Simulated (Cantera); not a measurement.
An isothermal, constant-pressure homogeneous reactor starts with N2O : H2 : N2 = 1 : 0.0021 : 6 (molar parts), at 1473 K and 0.0207 atm.

Detailed kinetics in Cantera: GRI-Mech 3.0 (53 species, 325 reactions). GRI-Mech 3.0 was tuned for natural gas; its chemistry of N2O as a main component is partial and can be far from experiment. Radical loss at walls, strong at low pressure, is not modelled. The temperature is held fixed by assumption; the heat of reaction is taken as removed at once.

One state of this run: x N2O = 0.133; x H2 = 1.53e-5; x NO = 0.00184; x OH = 2.85e-5; x H2O = 0.000268. x: mole fraction; the columns are a selection and need not sum to one.

**Question.** Which value of t (s) does it belong to?
A. 0.00275
B. 0.0728
C. 0.00529
D. 0.000741

**Answer.** B, 0.0728
